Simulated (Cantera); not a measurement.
# N2O furnace oxynitridation

An isothermal, constant-pressure homogeneous reactor starts with N2O : O2 = 1 : 0.61 (molar parts), at 1025 K and 1.60 bar.

Cantera simulation using GRI-Mech 3.0 (53 species, 325 reactions); the numbers are that mechanism's predictions, not measurements. GRI-Mech 3.0 was tuned for natural gas; its chemistry of N2O as a main component is partial and can be far from experiment. The mechanism lacks the step 2 NO + O2 → 2 NO2, which can matter for NO2 below about 1400 K. The temperature is held fixed by assumption; the heat of reaction is taken as removed at once.

```csv
t (s),x N2O,x O2,x NO,x N2,x NO2,x O
4.00e-6,0.621,0.379,3.15e-10,2.57e-8,<1e-12,1.90e-8
1.26e-5,0.621,0.379,2.53e-9,9.70e-8,<1e-12,4.35e-8
4.00e-5,0.621,0.379,1.48e-8,3.77e-7,<1e-12,6.38e-8
0.000126,0.621,0.379,5.94e-8,1.32e-6,<1e-12,6.61e-8
0.000400,0.621,0.379,2.01e-7,4.32e-6,5.53e-12,6.61e-8
0.00126,0.621,0.379,6.49e-7,1.38e-5,5.74e-11,6.61e-8
0.00400,0.621,0.379,2.06e-6,4.37e-5,5.83e-10,6.61e-8
0.0126,0.621,0.379,6.54e-6,0.000138,5.71e-9,6.60e-8
0.0400,0.621,0.379,2.06e-5,0.000438,5.45e-8,6.60e-8
0.126,0.619,0.379,6.48e-5,0.00138,4.67e-7,6.59e-8
0.400,0.615,0.380,0.000202,0.00435,3.11e-6,6.55e-8
1.26,0.603,0.383,0.000620,0.0135,1.38e-5,6.42e-8
4.00,0.567,0.391,0.00183,0.0405,4.52e-5,6.02e-8
12.6,0.473,0.411,0.00474,0.110,0.000122,5.05e-8
40.0,0.295,0.451,0.00940,0.244,0.000245,3.32e-8
```
x: mole fraction; the columns are a selection and need not sum to one.

Equilibrium at this temperature and pressure: N2O 3.97e-9, O2 0.526, NO 5.05e-5, N2 0.474, NO2 4.57e-6, O 1.90e-10 (gas phase only).
